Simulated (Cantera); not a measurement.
A closed system holds: 1 mol Si2H6, a varied amount of O2, equilibrated at 1552 °C and 37000 Pa.

Method: chemical equilibrium by Gibbs-energy minimisation in Cantera with the NASA 1993 tables (ideal gas, pure condensed phases). Candidate condensed phases: H2O, Si, SiO2; 18 gas species. The feed counts by its element totals alone. Each liquid is taken as pure. Mutual solubility and eutectic melting of coexisting phases are not modelled. The tables hold silica as quartz up to 1696 K and as liquid above; real silica turns to tridymite and cristobalite and melts near 1996 K. Gases not in the tables: Si(OH)4, Si2H6 and higher silanes. The numbers say what is thermodynamically allowed, not how fast it happens.

x: gas mole fraction; n: condensed amount in mol.

| n(O2) (mol) | x H2 | x O2 | x H2O | x SiO | x OH | x H | x O | n Si(l) | n SiO2(condensed) |
|---|---|---|---|---|---|---|---|---|---|
| 0.25 | 0.856 | <1e-12 | 5.16e-5 | 0.143 | 2.82e-9 | 0.000670 | 1.70e-12 | 1.50 | 0 |
| 0.41 | 0.848 | <1e-12 | 5.40e-5 | 0.151 | 2.97e-9 | 0.000667 | 1.79e-12 | 1.32 | 0.144 |
| 0.69 | 0.848 | <1e-12 | 5.40e-5 | 0.151 | 2.97e-9 | 0.000667 | 1.79e-12 | 1.04 | 0.424 |
| 1.1 | 0.848 | <1e-12 | 5.40e-5 | 0.151 | 2.97e-9 | 0.000667 | 1.79e-12 | 0.634 | 0.834 |
| 1.9 | 0.937 | <1e-12 | 0.000143 | 0.0626 | ___ | 0.000701 | 4.31e-12 | 0 | 1.80 |
| 3.1 | 0.266 | 9.40e-8 | 0.733 | 3.48e-6 | ___ | 0.000374 | 7.74e-8 | 0 | 2.00 |
| 5.2 | 0.000118 | 0.361 | 0.636 | 1.78e-9 | ___ | 7.87e-6 | 0.000152 | 0 | 2.00 |
| 8.6 | 5.18e-5 | 0.628 | 0.369 | 1.35e-9 | ___ | 5.21e-6 | 0.000200 | 0 | 2.00 |
| 14 | 2.79e-5 | 0.777 | 0.221 | 1.21e-9 | ___ | 3.83e-6 | 0.000223 | 0 | 2.00 |

**Question.** What belongs in the gaps?

**Answer.** 
- 1.9, x OH: 7.50e-9
- 3.1, x OH: 7.19e-5
- 5.2, x OH: 0.00296
- 8.6, x OH: 0.00259
- 14, x OH: 0.00212
